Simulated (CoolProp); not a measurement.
The numbers come from the reference Helmholtz-energy equation of state, Platzer 1990 in CoolProp. This equation is an older, rougher fit.

For c-C4F8 (RC318), give the phase and the conductivity (mW/(m K)), Prandtl number at 397.8 K and 8.33 kPa; 397.8 K and 386 kPa.


- 397.8 K and 8.33 kPa: gas; conductivity 18.9, Prandtl number 0.750
- 397.8 K and 386 kPa: gas; conductivity 19.1, Prandtl number 0.758

Viscosity comes from a separate model (Huber 2003), an estimate that may be off by 10 % or more. Thermal conductivity comes from a separate model (Huber 2003), an estimate that may be off by 10 % or more.
